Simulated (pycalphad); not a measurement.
Source of the numbers: pycalphad with the COST 507 light-alloy database (1999); pressure 1 atm. The data set is of 1999 and partly superseded. Phase fractions are per mole of atoms.

### Question
Give the equilibrium state of Si-82Y (wt.%) at 1727 °C.

### Answer
```
T = 2000.00 K, P = 101325 Pa, N = 1 mol of atoms
G = -181380 J/mol, H = -24258 J/mol, S = 78.56 J/(mol K)  (SER reference)
chemical potentials (J/mol): Si -176828, Y -184543
phase             fraction      x(Si)       x(Y)
SI4Y5               0.5040     0.4444     0.5556
SI3Y5               0.4960     0.3750     0.6250
```

Database names, with the compositions (at.%) that they take in these runs: SI4Y5: Y 56 Si 44; SI3Y5: Y 62 Si 38.
